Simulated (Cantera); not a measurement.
Charge: 1 mol SiF₄, 0.018 mol C₂H₂, 2.2 mol H₂, at 750 Torr.

These are equilibrium values from Cantera (NASA tables, ideal gas, pure condensed phases), not measurements of a reactor. Candidate condensed phases: C, C₆H₆, C₇H₈, C₈H₁₈, Si, SiC; 113 gas species. The tables' values for SiF₃, SiF₂ are old estimates; treat these amounts as uncertain. Rates play no part. All values below are at 1498 K.

Base state: H₂ 0.675, SiF₄ 0.297, HF 0.0133, SiHF₃ 0.00728, SiF₃ 0.00576, CH₄ 0.00118, SiH₂F₂ 8.13e-5, SiF₂ 6.38e-5 (mole fractions); condensed: C(graphite).

Problem. What changes in the equilibrium state with this change: SiF₄ replaced by SiH₄?

Solution. 
```tsv
species	before	after
H₂	0.675	1.000
CH₄	0.00118	1.88e-5
H	1.41e-5	1.72e-5
SiF₄	0.297	0
HF	0.0133	0
SiHF₃	0.00728	0
SiF₃	0.00576	0
SiH₂F₂	8.13e-5	0
SiF₂	6.38e-5	0
C(graphite), mol	0.0321	0
Si(s), mol	0	0.964
SiC(s), mol	0	0.0359
```
Mutual solubility and eutectic melting of coexisting phases are not modelled.

Problem. What changes in the equilibrium state with this change: SiF₄ replaced by Si(CH₃)₄?

Solution. 
```csv
species,before,after
H₂,0.675,0.997
CH₄,0.00118,0.00258
H,1.41e-5,1.72e-5
SiF₄,0.297,0
HF,0.0133,0
SiHF₃,0.00728,0
SiF₃,0.00576,0
SiH₂F₂,8.13e-5,0
SiF₂,6.38e-5,0
"C(graphite), mol",0.0321,3.01
"SiC(s), mol",0,1.00
```
